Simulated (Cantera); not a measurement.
A closed system holds: 1 mol SiO2, 19 mol CO, 0.38 mol N2, equilibrated at 0.133 bar.

Cantera equilibrium calculation (NASA polynomials, part measured and part estimated; ideal gas, pure solids and liquids). Candidate condensed phases: C, Si, SiC, SiO2, Si2N2O, Si3N4; 34 gas species. The tables hold silica as quartz up to 1696 K and as liquid above; real silica turns to tridymite and cristobalite and melts near 1996 K. The numbers say what is thermodynamically allowed, not how fast it happens. All values below are at 1200 K.

Base state: CO 0.978, N2 0.0197, CO2 0.00241 (mole fractions); condensed: C(graphite) + SiO2(β-quartz).

### Question
What changes in the equilibrium state with this change: pressure from 0.133 bar to 39.0 mbar?

### Answer
| species | before | after |
|---|---|---|
| CO | 0.978 | 0.980 |
| N2 | 0.0197 | 0.0196 |
| CO2 | 0.00241 | 0.000707 |
| C(graphite), mol | 0.0466 | 0.0137 |
| SiO2(β-quartz), mol | 1.00 | 1.00 |
